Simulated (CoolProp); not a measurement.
Dimethyl carbonate along the isotherm 600 K: fugacity coefficient from the reference equation and from simpler models built on Tc = 557.0 K, pc = 4909 kPa, ω = 0.346; each cubic takes its own stable root.

Model: reference Helmholtz-energy equation of state, Zhou 2011, in CoolProp.

```
p (kPa)          phase  reference  van der Waals  Redlich-Kwong  Soave-Redlich-Kwong  Peng-Robinson
-------  -------------  ---------  -------------  -------------  -------------------  -------------
155                gas     0.9915         0.9922         0.9913               0.9918         0.9907
319                gas     0.9825         0.9839         0.9822               0.9831         0.9809
655                gas     0.9643         0.9671         0.9637               0.9655         0.9610
1340               gas     0.9276         0.9329         0.9263               0.9301         0.9213
2760               gas     0.8535         0.8623         0.8506               0.8585         0.8422
5670     supercritical     0.7068         0.7142         0.7002               0.7179         0.6919
11600    supercritical     0.4745         0.4818         0.4686               0.4984         0.4695
23900    supercritical     0.3312         0.3762         0.3381               0.3651         0.3313
49100    supercritical     0.3012         0.4261         0.3208               0.3504         0.2978
```
